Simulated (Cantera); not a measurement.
Equilibrium for chlorosilane synthesis and conversion: SiCl4 + H2 + HCl

Feed: 1 mol SiCl4, 0.94 mol H2, 3 mol HCl, at 998.15 K and 170000 Pa.

Equilibrium computed with Cantera from the NASA thermochemical tables; the gas is ideal and each condensed phase is pure. Candidate condensed phases: Si; 19 gas species. The tables' values for SiCl3 are old estimates; treat these amounts as uncertain. Kinetics and transport are ignored.

The x(HCl) is 0.608 and the x(SiCl4) comes out as 0.202. The x(H2) is 0.190. The x(SiHCl3) is 0.000438. The x(SiCl3) is 1.31e-5. The gas amount comes out as 4.940 mol and the log10 activity of Si(s) (absent) comes out as -8.20.
